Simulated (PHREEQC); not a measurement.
Solution (25 °C): 0.13 mol/kgw HCl and 0.0042 mol/kgw H2SeO4. Closed to the air; pH follows from the charge balance.

Computed with PHREEQC (ion-association model, wateq4f.dat).

Precipitation was switched off in this run.

### Question
Estimate the pH.

### Answer
pH 0.96.

### Question
In which forms is Se present?

### Answer
HSeO4- 69 %, SeO4-2 31 % of the Se.
